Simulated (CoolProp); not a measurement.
Chloromethane (R40) at 293.15 K and 0.899 MPa is throttled through a valve to 0.319 MPa with no heat exchange. Each further row changes one setting.

Values from CoolProp's reference Helmholtz-energy equation of state, Thol 2014.

```csv
case,temperature change (K),final phase,final density (kg/m³)
as stated,-14.0,"two-phase, vapour fraction 0.057",116
outlet pressure 0.0957 MPa,-45.3,"two-phase, vapour fraction 0.168",14.2
outlet pressure 0.415 MPa,-5.9,"two-phase, vapour fraction 0.025",274
```
